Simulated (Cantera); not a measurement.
An isothermal, constant-pressure homogeneous reactor starts with 1.47 % C2H6, 98.5 % H2, at 1125 K and 120 Torr.

Computed with Cantera and GRI-Mech 3.0 (53 species, 325 reactions). GRI-Mech 3.0 stops at C3 and has no aromatics, soot or wall deposition, so with more carbon than oxygen in the feed, carbon stays in small species such as C2H2 where larger ones or solid carbon would form.

Problem. Predict: x(C2H6) at 30.0 s; x(H2) at 30.0 s; x(CH3) at 30.0 s; x(CH4) at 30.0 s.

Solution. 
| Item | Result |
|---|---|
| x(C2H6) at 30.0 s | 0.000240 (gas-phase equilibrium 4.19e-7) |
| x(H2) at 30.0 s | 0.976 (gas-phase equilibrium 0.971) |
| x(CH3) at 30.0 s | 5.53e-7 (gas-phase equilibrium 6.17e-8) |
| x(CH4) at 30.0 s | 0.0193 (gas-phase equilibrium 0.0294) |
